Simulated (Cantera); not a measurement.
A closed system holds: 1 mol Si3H8, 1.1 mol HCl, 130 mol H2, at 1375 K and 7.05 Torr.

These are equilibrium values from Cantera (NASA tables, ideal gas, pure condensed phases), not measurements of a reactor. Candidate condensed phases: Si; 19 gas species. The feed counts by its element totals alone. Rates play no part.

What is the equilibrium state?


```
Quantity        Value
----------  ---------
x(H2)           0.992
x(HCl)        0.00779
x(SiCl2)     0.000176
x(H)          3.52e-5
n(Si(s))     2.98 mol
gas amount  135.1 mol
```
